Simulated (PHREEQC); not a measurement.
**Buffer**

Consider water at 30 °C with 0.001 mol/kgw H3BO3, 0.015 mol/kgw NH3 and 0.0038 mol/kgw KCl. Closed to the air; pH follows from the charge balance.

Model: ion-association model, wateq4f.dat, run in PHREEQC.

```yaml
pH: 10.20
ionic_strength: 0.00496 mol/kgw
total_alkalinity: 15.0 meq/kg
```

| species | molality | activity | log γ |
|---|---|---|---|
| NH3 | 0.0138 | 0.0138 | 0.000 |
| Cl- | 0.00380 | 0.00352 | -0.033 |
| K+ | 0.00380 | 0.00352 | -0.033 |
| NH4+ | 0.00116 | 0.00108 | -0.033 |
| H2BO3- | 0.000916 | 0.000846 | -0.034 |
| OH- | 0.000249 | 0.000230 | -0.034 |
| H3BO3 | 8.44e-5 | 8.45e-5 | 0.000 |

This is a speciation only: nothing precipitates in the calculation.
